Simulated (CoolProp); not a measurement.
Vapour-liquid equilibrium of p-xylene (1) + n-undecane (2) at 0.00232 MPa; x and y are mole fractions of (1).

Model: multi-fluid Helmholtz-energy mixture model, Zhou 2012 and Aleksandrov 2011; pair parameters Bell 2016, in CoolProp.

Give the bubble temperature and the first vapour's composition at x = 0.05, 0.2, 0.35. Is there an azeotrope?

x = 0.05: 79.1 °C, y = 0.317; x = 0.2: 65.0 °C, y = 0.727; x = 0.35: 56.1 °C, y = 0.867. No azeotrope shows between x = 0.05 and 0.95.

Pair parameters are fitted to limited data, so mixtures are less certain than the pure fluids.
